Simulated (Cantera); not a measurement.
A closed system holds: 1 mol CaO, 3 mol F2, 1.2 mol N2, held at 10.0 Torr.

Equilibrium computed with Cantera from the NASA thermochemical tables; the gas is ideal and each condensed phase is pure. Candidate condensed phases: Ca, CaF2, CaO; 22 gas species. Equilibrium is a limit: real reactors are often held back by kinetics, nucleation or transport.

Question: What share of the Ca ends up in condensed phases as a function of T (K), at 1648, 1673, 1698, 1723, 1748, 1773, 1798, 1823, 1848?

Answer: 
```
T (K)  Ca condensed (%)       as
-----  ----------------  -------
1648               98.4  CaF2(s)
1673               97.6  CaF2(s)
1698               96.4  CaF2(l)
1723               94.8  CaF2(l)
1748               92.5  CaF2(l)
1773               89.4  CaF2(l)
1798               85.2  CaF2(l)
1823               79.4  CaF2(l)
1848               71.4  CaF2(l)
```
